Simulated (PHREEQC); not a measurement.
**Buffer (model solution)**

A solution holds 0.0011 mol KHCO3, 0.054 mol NH3 and 0.19 mol KCl per kg of water, at 25 °C. Closed to the air; pH follows from the charge balance.

All values are PHREEQC results (ion-association model, wateq4f.dat), not measurements.

Each row changes one thing in this solution. No solid was allowed to form.

```json
[
 {"case": "as made", "pH": "10.81", "ionic strength (mol/kgw)": "0.194"},
 {"case": "KHCO3 replaced by K2SO4 at the same molality", "pH": "…", "ionic strength (mol/kgw)": "0.194"},
 {"case": "KCl from 0.19 to 0.095 mol/kgw", "pH": "10.81", "ionic strength (mol/kgw)": "…"},
 {"case": "NH3 left out", "pH": "8.06", "ionic strength (mol/kgw)": "0.191"},
 {"case": "KHCO3 from 0.0011 to 0.011 mol/kgw", "pH": "…", "ionic strength (mol/kgw)": "0.215"}
]
```

### Question
Some entries are withheld; supply them.

### Answer

- KHCO3 replaced by K2SO4 at the same molality, pH: 10.97
- KCl from 0.19 to 0.095 mol/kgw, ionic strength (mol/kgw): 0.0988
- KHCO3 from 0.0011 to 0.011 mol/kgw, pH: 10.18

Complexes and solids missing from the database can't appear.
